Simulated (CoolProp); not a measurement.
A simple Rankine cycle with tetrahydrofuran: condensing at 312.15 K, boiler at 0.274 MPa, turbine inlet 378.4 K, turbine efficiency 0.75, pump efficiency 0.6, no recuperator. Each further row changes one setting.

The numbers come from the reference Helmholtz-energy equation of state, Fiedler 2023 in CoolProp.

```json
[
 {"case": "as stated", "thermal efficiency (%)": "11.0", "net work (kJ/kg)": "56.3", "heat in (kJ/kg)": "513", "turbine exit temperature (K)": "329.8", "volume ratio over the turbine": "6.46"},
 {"case": "turbine inlet 398.4 K", "thermal efficiency (%)": "?", "net work (kJ/kg)": "?", "heat in (kJ/kg)": "?", "turbine exit temperature (K)": "350.6", "volume ratio over the turbine": "6.48"},
 {"case": "condensing temperature 304.15 K", "thermal efficiency (%)": "?", "net work (kJ/kg)": "64.8", "heat in (kJ/kg)": "527", "turbine exit temperature (K)": "322.3", "volume ratio over the turbine": "8.76"},
 {"case": "boiler pressure 0.192 MPa", "thermal efficiency (%)": "?", "net work (kJ/kg)": "?", "heat in (kJ/kg)": "?", "turbine exit temperature (K)": "339.2", "volume ratio over the turbine": "?"},
 {"case": "turbine efficiency 0.65", "thermal efficiency (%)": "9.5", "net work (kJ/kg)": "48.7", "heat in (kJ/kg)": "513", "turbine exit temperature (K)": "336.0", "volume ratio over the turbine": "6.59"}
]
```

Problem. What belongs in the gaps?

Solution. 
- turbine inlet 398.4 K, thermal efficiency (%): 11.1
- turbine inlet 398.4 K, net work (kJ/kg): 60.0
- turbine inlet 398.4 K, heat in (kJ/kg): 542
- condensing temperature 304.15 K, thermal efficiency (%): 12.3
- boiler pressure 0.192 MPa, thermal efficiency (%): 9.2
- boiler pressure 0.192 MPa, net work (kJ/kg): 47.4
- boiler pressure 0.192 MPa, heat in (kJ/kg): 515
- boiler pressure 0.192 MPa, volume ratio over the turbine: 4.58
